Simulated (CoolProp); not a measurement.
R365MFC at several states: density (kg/m³) from the reference equation and from simpler models built on Tc = 186.9 °C, pc = 32.66 bar, ω = 0.377; each cubic takes its own stable root.

Values from CoolProp's reference Helmholtz-energy equation of state, Lemmon 2016.

| T (°C) | p (bar) | phase | reference | van der Waals | Redlich-Kwong | Peng-Robinson |
|---|---|---|---|---|---|---|
| 126.05 | 195 | liquid | 1110 | (withheld) | 1026 | 1176 |
| 150.05 | 1.35 | gas | 5.797 | 5.769 | 5.786 | 5.802 |
| 74.65 | 3.51 | liquid | 1143 | 19.23 | 19.67 | (withheld) |
| 31.45 | 42.8 | liquid | 1254 | 771.4 | 1111 | 1313 |
| -20.75 | 7.86 | liquid | 1352 | (withheld) | 1195 | 1399 |

Problem. What belongs in the gaps?

Solution. 
- 126.05, van der Waals: 763.4
- 74.65, Peng-Robinson: 1187
- -20.75, van der Waals: 808.8

At some of these states van der Waals, Redlich-Kwong gives the other phase, because its saturation line lies elsewhere.
